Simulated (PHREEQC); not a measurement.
Dissolve 0.013 mol/kgw NH4Cl and 0.00016 mol/kgw Na2B4O7 at 25 °C. Closed to the air; pH follows from the charge balance.

The numbers come from PHREEQC with the ion-association model, wateq4f.dat.

This is a speciation only: nothing precipitates in the calculation.

Question: What pH does the model give?

Answer: pH 7.67.

Question: In which forms is B present?

Answer: H3BO3 97 %, H2BO3- 3.0 % of the B.
